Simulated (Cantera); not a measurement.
Input (Python, Cantera) and output of one run.

```python
import numpy as np
import cantera as ct

gas_names = """
    CL CL2 H HCL H2 Si SiCL SiCL2 SiCL3 SiCL4 SiH SiHCL3 SiH2 SiH2CL2 SiH3 SiH3CL SiH4 Si2 Si3
""".split()
cond_names = """
    Si(cr) Si(L)
""".split()


# ... load() reads the species with a 1 bar reference pressure and builds the phases ...
atoms = {
    'Si2H6': {'Si': 2, 'H': 6},
    'Cl2': {'CL': 2},
    'H2': {'H': 2},
    'HCl': {'H': 1, 'CL': 1},
}
top_T = {}  # K; cautious upper limits of use, not melting points


# ... equilibrate(T, P, feed) seeds the gas with the atoms and calls Mixture.equilibrate('TP', solver="vcs", rtol=1e-11, max_steps=5000) ...
results = []
feed = {'Si2H6': 1, 'Cl2': 1, 'H2': 40, 'HCl': 0.038}  # mol
P = 160000  # Pa
for T in [923, 1023, 1123, 1223, 1323, 1423, 1523, 1623]:
    mix = equilibrate(T, P, feed)
    results.append((T, P, feed, dict(zip(mix.species_names, mix.species_moles))))

top = {s: max(r[3][s] / sum(r[3][g] for g in gas_names) for r in results) for s in gas_names}
cols = sorted((s for s in top if top[s] > 0.001), key=lambda s: -top[s])[:9]
seen = [c for c in cond_names if any(r[3].get(c, 0) > 1e-12 for r in results)]
print("log10 of partial pressures in bar; condensed amounts in mol")
print(f"{'T/K':>10s}" + "".join(f"{s[:9]:>10s}" for s in cols + seen))
for T, P, feed, n in results:
    ng = sum(n[g] for g in gas_names)
    print(f"{T:10.4g}" + "".join(f"{np.log10(max(n[s] / ng * P / 1e5, 1e-99)):10.3f}" for s in cols)
          + "".join(f"{n.get(c, 0):10.4g}" for c in seen))
```

Output:

```
log10 of partial pressures in bar; condensed amounts in mol
       T/K        H2       HCL    SiHCL3     SiCL4     SiCL2    Si(cr)
       923     0.197    -2.398    -1.937    -2.084    -4.835     1.416
      1023     0.196    -2.017    -1.983    -2.124    -3.981     1.459
      1123     0.194    -1.721    -2.064    -2.214    -3.312     1.529
      1223     0.192    -1.501    -2.210    -2.392    -2.808     1.618
      1323     0.189    -1.356    -2.457    -2.708    -2.465       1.7
      1423     0.187    -1.282    -2.818    -3.177    -2.271     1.751
      1523     0.186    -1.253    -3.240    -3.730    -2.178      1.77
      1623     0.186    -1.245    -3.659    -4.281    -2.132     1.773
```

These are equilibrium values from Cantera (NASA tables, ideal gas, pure condensed phases), not measurements of a reactor. The feed counts by its element totals alone. The tables' values for SiCl3 are old estimates; treat these amounts as uncertain.
